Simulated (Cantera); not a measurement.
Feed: 1 mol Si, 0.0011 mol H₂O, 8.8 mol N₂, equilibrated at 1598.15 K and 0.300 Pa.

These are equilibrium values from Cantera (NASA tables, ideal gas, pure condensed phases), not measurements of a reactor. The tables' values for SiN are old estimates; treat these amounts as uncertain. Kinetics and transport are ignored.

| species | before | after |
|---|---|---|
| N₂ | 0.968 | 0.947 |
| Si | 0.0313 | 0.0313 |
| SiO | 0.000121 | 0.0102 |
| H₂ | 3.27e-5 | 0.00877 |
| SiH | 6.79e-7 | 1.11e-5 |
| H | 0.000176 | 0.00288 |
| SiN | 4.62e-5 | 4.57e-5 |
| Si₂N | 7.74e-5 | 7.65e-5 |
| Si₃ | 1.68e-5 | 1.68e-5 |
| Si₂ | 7.70e-5 | 7.70e-5 |
| Si(s), mol | 0.711 | 0.610 |
Gas species are given as mole fractions.

**Question.** Which change was made?
(A) temperature from 1598.15 K to 1248.15 K
(B) pressure from 0.300 Pa to 1.00 bar
(C) temperature from 1598.15 K to 1675 K
(D) H₂O from 0.0011 to 0.095 mol

**Answer.** D, H₂O from 0.0011 to 0.095 mol
